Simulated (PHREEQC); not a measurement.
Consider water at 20 °C with 0.0075 mol/kgw CdCl2 and 0.093 mol/kgw Na2SO4. Closed to the air; pH follows from the charge balance.

Equilibrium calculation in PHREEQC: ion-association model, wateq4f.dat.

**Question.** The ionic strength comes out as 0.249 mol/kgw. What activity coefficients do Cd(SO4)2-2, SO4-2, Cl-, NaSO4-, Cd+2 get?

**Answer.** Cd(SO4)2-2 0.30, SO4-2 0.27, Cl- 0.70, NaSO4- 0.73, Cd+2 0.30.

Precipitation was switched off in this run. Complexes and solids missing from the database can't appear.
